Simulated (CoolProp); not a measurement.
Ethanol along the isotherm 146.65 °C: density (kg/m³) from the reference equation and from simpler models built on Tc = 241.6 °C, pc = 6.268 MPa, ω = 0.644; each cubic takes its own stable root.

Values from CoolProp's reference Helmholtz-energy equation of state, Schroeder 2014.

```
p (MPa)   phase  reference  van der Waals  Soave-Redlich-Kwong  Peng-Robinson
-------  ------  ---------  -------------  -------------------  -------------
0.261       gas      3.569          3.517                3.555          3.562
0.522       gas      7.426          7.189                7.359          7.387
0.783       gas      11.65          11.04                11.47          11.53
1.04     liquid      654.9          15.03                537.0          608.5
1.31     liquid      655.6          19.47                537.7          609.1
1.57     liquid      656.2          24.03                538.3          609.8
1.83     liquid      656.9          28.93                538.9          610.4
2.09     liquid      657.6          34.26                539.6          611.0
2.35     liquid      658.2          40.15                540.2          611.7
2.61     liquid      658.8          46.79                540.8          612.3
2.87     liquid      659.5          342.5                541.4          612.9
3.13     liquid      660.1          344.0                542.0          613.5
```

At some of these states van der Waals gives the other phase, because its saturation line lies elsewhere.
